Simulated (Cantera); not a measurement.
Cantera run, input and output.

```python
import numpy as np
import cantera as ct

gas = ct.Solution("gri30.yaml")
gas.TPX = 900, 1100000, {'CH2O': 0.03, 'O2': 0.034, 'N2': 1}
reactor = ct.IdealGasConstPressureReactor(gas, energy="off", clone=False)
net = ct.ReactorNet([reactor])
net.rtol, net.atol = 1e-08, 1e-18
show = ['CH2O', 'O2', 'CH2', 'HCO', 'OH', 'C2H6']
times = np.geomspace(0.0003, 90, 9)

steps = ct.SolutionArray(gas, extra=["t"])
rows = []
print(f"{'t/s':>10s}{'T/K':>9s}{'P/Pa':>11s}" + "".join(f"{s:>11s}" for s in show))
for t in times:
    while net.time < t:
        t_next = net.step()
        steps.append(gas.state, t=t_next)
    rows.append([np.interp(t, steps.t, y) for y in (steps.T, steps.P, *steps(*show).X.T)])
    print(f"{t:10.3e}{rows[-1][0]:9.1f}{rows[-1][1]:11.4g}" + "".join(f"{x:11.3e}" for x in rows[-1][2:]))
rate = np.gradient(steps.T, steps.t)
print("integrator steps:", len(steps.t))
if steps.T.max() > steps.T[0] + 200:
    print(f"time of steepest temperature rise: {steps.t[rate.argmax()]:.4e} s")
gas.TPX = 900, 1100000, {'CH2O': 0.03, 'O2': 0.034, 'N2': 1}
gas.equilibrate("TP")
print(f"equilibrium (TP): T = {gas.T:.1f} K  " + "  ".join(f"{s} {gas[s].X[0]:.3e}" for s in show))
```

It prints:

```
       t/s      T/K       P/Pa       CH2O         O2        CH2        HCO         OH       C2H6
 3.000e-04    900.0    1.1e+06  2.819e-02  3.195e-02  2.406e-19  7.548e-10  1.096e-11  8.487e-28
 1.451e-03    900.0    1.1e+06  2.806e-02  3.182e-02  5.797e-18  3.711e-09  2.551e-10  1.581e-24
 7.021e-03    900.0    1.1e+06  2.458e-02  2.882e-02  2.030e-16  2.194e-08  6.316e-09  2.011e-21
 3.397e-02    900.0    1.1e+06  1.061e-06  1.473e-02  1.817e-17  1.751e-10  2.878e-07  1.728e-19
 1.643e-01    900.0    1.1e+06  2.427e-10  1.269e-02  2.317e-20  9.761e-12  1.965e-08  3.884e-21
 7.949e-01    900.0    1.1e+06  4.933e-11  1.124e-02  1.161e-21  1.246e-12  2.821e-09  1.920e-21
 3.846e+00    900.0    1.1e+06  1.873e-11  9.492e-03  2.964e-22  4.973e-13  1.419e-09  8.396e-22
 1.860e+01    900.0    1.1e+06  4.695e-12  6.359e-03  3.325e-23  1.344e-13  9.146e-10  2.126e-23
 9.000e+01    900.0    1.1e+06  8.284e-14  4.138e-03  1.314e-25  2.856e-15  4.066e-10  1.869e-27
integrator steps: 2393
equilibrium (TP): T = 900.0 K  CH2O 5.626e-31  O2 3.759e-03  CH2 5.061e-55  HCO 4.082e-30  OH 1.403e-09  C2H6 4.465e-85
```

Model: GRI-Mech 3.0 (53 species, 325 reactions), integrated in Cantera. Below about 1000 K GRI-Mech 3.0 lacks low-temperature oxidation paths. The temperature is held fixed by assumption; the heat of reaction is taken as removed at once.
